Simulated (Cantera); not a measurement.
Input (Python, Cantera) and output of one run.

```python
import numpy as np
import cantera as ct

gas_names = """
    CCL4 CL
""".split()
cond_names = """
    C(gr)
""".split()


def load(file, names, dense=False):
    # The tables refer to 1 bar. Condensed volumes are neglected.
    table = {s.name: s for s in ct.Species.list_from_file(file)}
    out = []
    for n in names:
        d = dict(table[n].input_data)
        d["thermo"] = dict(d["thermo"], **{"reference-pressure": 1e5})
        if dense:
            d["equation-of-state"] = {"model": "constant-volume", "density": "1e6 g/cm^3"}
        out.append(ct.Species.from_dict(d))
    return out


species = {s.name: s for s in load("nasa_gas.yaml", gas_names) + load("nasa_condensed.yaml", cond_names)}
# Each term lists the table entries of one substance; the one whose range holds T is used.
reactions = {
    'CCl4(g) = C + 4 Cl(g)':
        [(-1, ['CCL4']), (1, ['C(gr)']), (4, ['CL'])],
}


def pick(names, T):
    return next(species[n] for n in names if species[n].thermo.min_temp <= T <= species[n].thermo.max_temp)


results = []
for label, terms in reactions.items():
    print(label)
    print("     T/K   dH/kJ  dS/(J/K)   dG/kJ   log10 K")
    for T in [300, 2398, 2423, 2448, 2473, 2498, 2523, 2548, 2573, 2598, 2623, 2648]:
        used = [(nu, pick(names, T)) for nu, names in terms]
        dH = sum(nu * s.thermo.h(T) for nu, s in used) / 1e6
        dS = sum(nu * s.thermo.s(T) for nu, s in used) / 1e3
        dG = dH - T * dS / 1e3
        logK = -dG * 1e6 / (ct.gas_constant * T * np.log(10))
        results.append((label, T, dH, dS, dG, logK, [s.name for _, s in used]))
        print(f"{T:8g} {dH:8.1f} {dS:8.1f} {dG:8.1f} {logK:8.2f}")
```

Output:

```
CCl4(g) = C + 4 Cl(g)
     T/K   dH/kJ  dS/(J/K)   dG/kJ   log10 K
     300    581.0    356.5    474.1   -82.54
    2398    592.2    370.6   -296.5     6.46
    2423    592.2    370.6   -305.7     6.59
    2448    592.3    370.6   -315.0     6.72
    2473    592.4    370.7   -324.3     6.85
    2498    592.5    370.7   -333.5     6.97
    2523    592.5    370.7   -342.8     7.10
    2548    592.6    370.7   -352.1     7.22
    2573    592.7    370.8   -361.3     7.34
    2598    592.7    370.8   -370.6     7.45
    2623    592.8    370.8   -379.9     7.56
    2648    592.9    370.9   -389.1     7.68
```

Standard-state values (1 bar) from the NASA 1993 polynomials, evaluated with Cantera. Condensed species are held in their standard states even where they would react or evaporate.
